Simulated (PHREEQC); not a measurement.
Solution (16 °C and 10 atm): 0.18 mol/kgw CdSO4, 0.22 mol/kgw KCl and 0.033 mol/kgw MnSO4. It is in equilibrium with CO2 at log p = -3.4 (atm). Otherwise closed; pH follows from the charge balance.

Equilibrium calculation in PHREEQC: ion-association model, phreeqc.dat.

Task: The ionic strength comes out as 0.534 mol/kgw. What activity coefficients do Cd(SO4)2-2, KSO4-, MnCl3-, SO4-2, HCO3- get?

Result: Cd(SO4)2-2 0.30, KSO4- 0.69, MnCl3- 0.68, SO4-2 0.20, HCO3- 0.69.

No solid was allowed to form. Complexes and solids missing from the database can't appear.
